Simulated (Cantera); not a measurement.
Feed: 1 mol CH3OH, 0.26 mol CO2, 0.43 mol H2, equilibrated at 2875 K and 0.133 bar.

These are equilibrium values from Cantera (NASA tables, ideal gas, pure condensed phases), not measurements of a reactor. Candidate condensed phases: C, C6H6, C7H8, C8H18, H2O; 110 gas species. Kinetics and transport are ignored.

Base state: H2 0.442, CO 0.302, H 0.193, H2O 0.0500, OH 0.00655, CO2 0.00479, O 0.00178, O2 8.02e-5 (mole fractions); condensed: gas only.

Q: What changes in the equilibrium state with this change: temperature from 2875 K to 1173 K?

A: 
```tsv
species	before	after
H2	0.442	0.609
CO	0.302	0.321
H2O	0.0500	0.0498
H	0.193	2.52e-7
CO2	0.00479	0.0206
OH	0.00655	<1e-9
O	0.00178	<1e-9
O2	8.02e-5	<1e-9
CH4	<1e-9	1.78e-5
```

Q: What changes in the equilibrium state with this change: temperature from 2875 K to 1725 K?

A: 
| species | before | after |
|---|---|---|
| H2 | 0.442 | 0.597 |
| CO | 0.302 | 0.332 |
| H2O | 0.0500 | 0.0608 |
| H | 0.193 | 0.000393 |
| O | 0.00178 | 1.15e-9 |
| O2 | 8.02e-5 | <1e-9 |
| OH | 0.00655 | 2.21e-6 |
| CO2 | 0.00479 | 0.00960 |
